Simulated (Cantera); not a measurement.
A closed system holds: 1 mol Si₂H₆, 0.93 mol Cl₂, 210 mol H₂, held at 923 K and 0.700 bar.

Method: chemical equilibrium by Gibbs-energy minimisation in Cantera with the NASA 1993 tables (ideal gas, pure condensed phases). Candidate condensed phases: Si; 19 gas species. The feed counts by its element totals alone. Equilibrium is a limit: real reactors are often held back by kinetics, nucleation or transport.

Base state: H₂ 0.996, HCl 0.00184, SiHCl₃ 0.00125, SiCl₄ 0.000650, SiH₂Cl₂ 0.000236, SiH₃Cl 1.10e-5 (mole fractions); condensed: Si(s).

What changes in the equilibrium state with this change: pressure from 0.700 bar to 0.00110 bar?


| species | before | after |
|---|---|---|
| H₂ | 0.996 | 0.992 |
| HCl | 0.00184 | 0.00718 |
| SiCl₄ | 0.000650 | 0.000236 |
| SiHCl₃ | 0.00125 | 0.000116 |
| SiH₃Cl | 1.10e-5 | 6.68e-8 |
| SiH₂Cl₂ | 0.000236 | 5.61e-6 |
| SiCl₂ | 4.91e-6 | 7.47e-5 |
| SiCl₃ | 8.90e-6 | 2.09e-5 |
| Si(s), mol | 1.54 | 1.90 |
The tables' values for SiCl₃ are old estimates; treat these amounts as uncertain.

What changes in the equilibrium state with this change: Cl₂ from 0.93 to 0.015 mol?


```csv
species,before,after
H₂,0.996,1.000
HCl,0.00184,0.000136
SiH₂Cl₂,0.000236,1.28e-6
SiHCl₃,0.00125,4.97e-7
SiCl₄,0.000650,1.90e-8
SiH₃Cl,1.10e-5,8.10e-7
"Si(s), mol",1.54,2.00
```
